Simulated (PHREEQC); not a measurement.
NaOH is added in steps, without added water, to 1 kg of water holding 0.0094 mol NH3, 0.00018 mol K2SO4 and 0.0064 mol H3BO3, at 25 °C. O2 is buffered at 0.21 atm. CO2 from the air is kept out. The run lets Mirabilite precipitate or redissolve, and no other solid.

Base run: PHREEQC, ion-association model, wateq4f.dat. Each further column changes one thing. The table gives H3BO3 (mol/kgw).

| NaOH added (mol) | base | K2SO4 from 0.00018 to 0.000162 mol/kgw | temperature from 25 to 65 °C | no solid may form |
|---|---|---|---|---|
| 0 | 0.00246 | 0.00246 | 0.00412 | 0.00246 |
| 0.00062 | 0.00221 | 0.00221 | 0.00383 | 0.00221 |
| 0.00124 | 0.00197 | 0.00197 | 0.00351 | 0.00197 |
| 0.00186 | 0.00173 | 0.00173 | 0.00318 | 0.00173 |
| 0.00248 | 0.00149 | 0.00149 | 0.00283 | 0.00149 |
| 0.0031 | 0.00125 | 0.00125 | 0.00247 | 0.00125 |
| 0.00372 | 0.00102 | 0.00102 | ? | 0.00102 |
| 0.00434 | 0.000801 | 0.000802 | 0.00173 | 0.000801 |
| 0.00496 | 0.000588 | 0.000589 | ? | 0.000588 |
| 0.00558 | 0.000394 | 0.000394 | 0.00104 | 0.000394 |
| 0.0062 | 0.000236 | 0.000236 | ? | 0.000236 |

Complete the blanks.


- 0.00372, temperature from 25 to 65 °C: 0.00210
- 0.00496, temperature from 25 to 65 °C: 0.00137
- 0.0062, temperature from 25 to 65 °C: 0.000764

 Away from 25 °C the constants follow the database's enthalpies or fits; those with neither stay at their 25 °C values.
